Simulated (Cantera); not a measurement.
A closed system holds: 1 mol AlCl₃, 15 mol N₂O, 930 mol N₂, held at 2000 K and 0.570 bar.

Cantera equilibrium calculation (NASA polynomials, part measured and part estimated; ideal gas, pure solids and liquids). Candidate condensed phases: Al, AlCl₃, AlN, Al₂O₃; 24 gas species. Equilibrium is a limit: real reactors are often held back by kinetics, nucleation or transport.

Base state: N₂ 0.989, O₂ 0.00629, Cl 0.00312, NO 0.00149, O 7.03e-5, Cl₂ 1.02e-5 (mole fractions); condensed: Al₂O₃(s).

**Question.** What changes in the equilibrium state with this change: N₂O from 15 to 5.6 mol?

**Answer.** 
| species | before | after |
|---|---|---|
| N₂ | 0.989 | 0.994 |
| Cl | 0.00312 | 0.00317 |
| O₂ | 0.00629 | 0.00177 |
| NO | 0.00149 | 0.000789 |
| O | 7.03e-5 | 3.72e-5 |
| Cl₂ | 1.02e-5 | 1.05e-5 |
| Al₂O₃(s), mol | 0.500 | 0.500 |

**Question.** What changes in the equilibrium state with this change: N₂O from 15 to 11 mol?

**Answer.** 
```json
[
 {"species": "N₂", "before": "0.989", "after": "0.991"},
 {"species": "O₂", "before": "0.00629", "after": "0.00436"},
 {"species": "Cl", "before": "0.00312", "after": "0.00314"},
 {"species": "NO", "before": "0.00149", "after": "0.00124"},
 {"species": "O", "before": "7.03e-5", "after": "5.85e-5"},
 {"species": "Cl₂", "before": "1.02e-5", "after": "1.03e-5"},
 {"species": "Al₂O₃(s), mol", "before": "0.500", "after": "0.500"}
]
```
